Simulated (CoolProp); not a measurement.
A single-stage vapour-compression cycle with ethane: evaporating at 233.15 K (dew point), condensing at 269.15 K (bubble point), superheat 10 K, subcooling 5 K, compressor efficiency 0.65, no pressure losses. Each further row changes one setting.

Computed with CoolProp (reference Helmholtz-energy equation of state, Bücker 2006).

```
case                              cooling COP  pressure ratio  discharge temperature (K)  refrigerating effect (kJ/kg)  volumetric capacity (kJ/m³)
--------------------------------  -----------  --------------  -------------------------  ----------------------------  ---------------------------
as stated                                3.39            2.78                      313.4                           337                         4430
evaporating temperature 238.15 K   (withheld)            2.37                 (withheld)                           341                         5240
condensing temperature 264.15 K          4.08            2.45                      304.5                           353                         4640
subcooling 10 K                          3.55            2.78                      313.4                           353                         4640
superheat 20 K                           3.36            2.78                 (withheld)                           355                         4400
compressor efficiency 0.55               2.87            2.78                      321.8                           337                         4430
```

Some entries are withheld; supply them.


- evaporating temperature 238.15 K, cooling COP: 4.10
- evaporating temperature 238.15 K, discharge temperature (K): 307.8
- superheat 20 K, discharge temperature (K): 324.6
